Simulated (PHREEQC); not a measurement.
# City or well water: speciation

Model water analysis in mg/L, 20 °C, pH 6.73, pe 10.1:

```csv
constituent,mg/L
Na,15.7
K,8.74
Ca,34.1
Mg,3.42
Cl,37
S(6) as SO4,17.6
Alkalinity as HCO3,87.9
Sr,0.913
Br,1.51
```

Valence states are taken as typed.

Equilibrium calculation in PHREEQC: ion-association model, phreeqc.dat.

This is a speciation only: nothing precipitates in the calculation.

Problem. Estimate the specific conductance, charge-balance error.

Solution. specific conductance 279 µS/cm; charge-balance error 0.7 %.

Problem. In which forms is Sr present?

Solution. Sr+2 97 %, SrSO4 1.7 %, SrHCO3+ 1.4 % of the Sr.

Species that the database lacks are ignored.
